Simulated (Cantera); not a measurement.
Input: 1 mol AlN, 10 mol HCl, 2.3 mol N2, at 1775 K and 3.70e-5 bar.

These are equilibrium values from Cantera (NASA tables, ideal gas, pure condensed phases), not measurements of a reactor. Candidate condensed phases: Al, AlCl3, AlN, NH4Cl; 20 gas species. The tables' values for AlCl2 are old estimates; treat these amounts as uncertain. Rates play no part.

Base state: HCl 0.561, N2 0.203, H2 0.0754, Cl 0.0747, AlCl 0.0599, H 0.0131, AlCl2 0.00859, AlCl3 0.00404 (mole fractions); condensed: gas only.

### Question
What changes in the equilibrium state with this change: temperature from 1775 K to 1975 K?

### Answer
| species | before | after |
|---|---|---|
| HCl | 0.561 | 0.380 |
| Cl | 0.0747 | 0.203 |
| N2 | 0.203 | 0.182 |
| H | 0.0131 | 0.0709 |
| H2 | 0.0754 | 0.0994 |
| AlCl | 0.0599 | 0.0625 |
| AlCl3 | 0.00404 | 0.000150 |
| Al | 1.61e-5 | 0.000207 |
